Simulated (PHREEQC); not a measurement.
Dissolve 0.0099 mol/kgw FeCl3, 0.00014 mol/kgw Na2SO4 and 0.02 mol/kgw NaCl at 25 °C. Closed to the air; pH follows from the charge balance.

Equilibrium calculation in PHREEQC: ion-association model, wateq4f.dat.

Precipitation was switched off in this run.

Question: What pH, ionic strength does the model give?

Answer: pH 2.38; ionic strength 0.0680 mol/kgw.

Question: In which forms is Cl present?

Answer: Cl- 96 %, FeCl+2 3.6 %, FeCl2+ 0.6 % of the Cl.

Saturation is exceeded, for instance for Hematite (slow to form), Goethite (slow to form); the values hold only as long as no solid forms.
